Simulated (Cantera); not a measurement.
Feed: 1 mol Si, 3.1 mol F₂, 17 mol H₂, at 1548 K and 0.00133 bar.

Cantera equilibrium calculation (NASA polynomials, part measured and part estimated; ideal gas, pure solids and liquids). Candidate condensed phases: Si; 25 gas species. The tables' values for SiF₃, SiF₂ are old estimates; treat these amounts as uncertain. Kinetics and transport are ignored.

Base state: H₂ 0.826, HF 0.121, SiF₄ 0.0459, SiF₃ 0.00566, H 0.000766, SiF₂ 0.000365, SiHF₃ 0.000214 (mole fractions); condensed: gas only.

### Question
What changes in the equilibrium state with this change: F₂ from 3.1 to 5 mol?

### Answer
```tsv
species	before	after
H₂	0.826	0.664
HF	0.121	0.288
SiF₄	0.0459	0.0453
SiF₃	0.00566	0.00211
SiF₂	0.000365	5.16e-5
SiHF₃	0.000214	7.17e-5
```
